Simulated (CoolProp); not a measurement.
R143a at 474.98 K and 6.46 MPa flows at 0.2 m/s in a round tube of 50 mm bore and 15 µm roughness, fully developed (64/Re and Nu = 3.66 if laminar; Colebrook and Gnielinski if turbulent). Each further row changes one setting.

Values from CoolProp's reference Helmholtz-energy equation of state, Lemmon and Jacobsen 2000.

```tsv
case	Reynolds number	Darcy friction factor	pressure drop (Pa/m)	heat-transfer coefficient (W/(m² K))	mass flow (kg/h)
as stated	75700	0.0204	1.38	135	239
velocity 0.4 m/s	151000	___	___	___	479
diameter 100 mm	151000	0.0175	0.593	116	958
```

**Question.** What belongs in the gaps?

**Answer.** 
- velocity 0.4 m/s, Darcy friction factor: 0.0183
- velocity 0.4 m/s, pressure drop (Pa/m): 4.97
- velocity 0.4 m/s, heat-transfer coefficient (W/(m² K)): 244

Viscosity comes from a separate model (Klein 1997), an estimate that may be off by 10 % or more. Thermal conductivity comes from a separate model (McLinden 2000), an estimate that may be off by 10 % or more.
